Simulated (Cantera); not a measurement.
A perfectly stirred reactor is fed with H2 : O2 : N2 : H2O = 1 : 0.526 : 1.98 : 0.16 (molar parts), equivalence ratio 0.95, at 383 Torr; it is adiabatic with a 600 K inlet, and is followed from long to short residence time, starting on the burning branch (τ in s: 0.21, 0.089, 0.038, 0.016, 0.0067, 0.0028, 0.0012, 0.00051, 0.00021, 9e-05, 3.8e-05, 1.6e-05).

Computed with Cantera and the H2/O2 subset of GRI-Mech 3.0, which has no nitrogen chemistry.

One state of this run: T (K) = 1567; x H2 = 0.0528; x O2 = 0.0391; x OH = 0.0118; x H = 0.0582; x H2O = 0.250. x: mole fraction; the columns are a selection and need not sum to one.

### Question
Which value of τ (s) does it belong to?
A. 9.0e-5
B. 0.089
C. 0.0012
D. 0.0067

### Answer
A, 9.0e-5
